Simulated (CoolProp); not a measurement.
Ammonia along the isobar 15.8 MPa: fugacity coefficient from the reference equation and from simpler models built on Tc = 405.6 K, pc = 11.36 MPa, ω = 0.256; each cubic takes its own stable root.

The numbers come from the reference Helmholtz-energy equation of state, Gao 2020 in CoolProp.

```csv
T (K),phase,reference
241.5,liquid,0.008227
260.7,liquid,0.01906
279.9,liquid,0.03836
299.2,liquid,0.06922
318.4,liquid,0.1137
337.6,liquid,0.1732
356.9,liquid,0.2482
376.1,liquid,0.3363
395.3,liquid,0.4346
414.6,supercritical,0.5370
433.8,supercritical,0.6232
453,supercritical,0.6818
472.3,supercritical,0.7275
491.5,supercritical,0.7648
510.7,supercritical,0.7959
530,supercritical,0.8225
```

Problem. How far does each simpler model (van der Waals, Redlich-Kwong, Soave-Redlich-Kwong, Peng-Robinson) lie from the reference over these 16 states: mean and median of the absolute difference, and the worst?

Solution. 
- van der Waals: mean 137.4 %, median 27.1 %, worst +847.2 % at 241.5 K and 15.8 MPa
- Redlich-Kwong: mean 28.0 %, median 12.7 %, worst +106.8 % at 241.5 K and 15.8 MPa
- Soave-Redlich-Kwong: mean 5.7 %, median 5.5 %, worst +9.3 % at 337.6 K and 15.8 MPa
- Peng-Robinson: mean 2.6 %, median 2.7 %, worst +4.7 % at 337.6 K and 15.8 MPa
